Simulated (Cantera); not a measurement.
A Cantera script and its output.

```python
import numpy as np
import cantera as ct

gas = ct.Solution("gri30.yaml", transport_model="mixture-averaged")
show = ['NH3', 'CH4', 'OH']

rows = []
print(f"{'T/K':>7s}{'rho':>11s}{'cp':>10s}{'mu':>11s}{'lambda':>11s}{'Pr':>7s}" + "".join(f"{'D_' + s:>11s}" for s in show))
for T in [400, 600, 800, 1000, 1200, 1400]:
    gas.TPX = T, 500000, {'CO2': 0.57, 'C3H8': 0.17}
    Pr = gas.cp_mass * gas.viscosity / gas.thermal_conductivity
    D = [gas.mix_diff_coeffs_mole[gas.species_index(s)] for s in show]
    rows.append([gas.density, gas.cp_mass, gas.viscosity, gas.thermal_conductivity, Pr, *D])
    print(f"{T:7g}{gas.density:11.4e}{gas.cp_mass:10.1f}{gas.viscosity:11.4e}"
          f"{gas.thermal_conductivity:11.4e}{Pr:7.3f}" + "".join(f"{d:11.4e}" for d in D))
print("SI units: kg/m3, J/kg/K, Pa s, W/m/K, m2/s")
```

Output:

```
    T/K        rho        cp         mu     lambda     Pr      D_NH3      D_CH4       D_OH
    400 6.6194e+00    1213.1 1.7063e-05 2.6474e-02  0.782 5.1967e-06 5.4782e-06 7.6786e-06
    600 4.4129e+00    1499.7 2.4130e-05 4.4770e-02  0.808 1.1354e-05 1.1334e-05 1.5600e-05
    800 3.3097e+00    1707.8 3.0190e-05 6.2321e-02  0.827 1.9349e-05 1.8698e-05 2.5503e-05
   1000 2.6477e+00    1861.4 3.5573e-05 7.8733e-02  0.841 2.8931e-05 2.7396e-05 3.7175e-05
   1200 2.2065e+00    1966.8 4.0471e-05 9.4043e-02  0.846 3.9932e-05 3.7313e-05 5.0475e-05
   1400 1.8912e+00    2051.9 4.5007e-05 1.0837e-01  0.852 5.2234e-05 4.8366e-05 6.5298e-05
SI units: kg/m3, J/kg/K, Pa s, W/m/K, m2/s
```

Model: GRI-Mech 3.0 (53 species, 325 reactions), integrated in Cantera. The composition is frozen, though it would react at the higher temperatures.
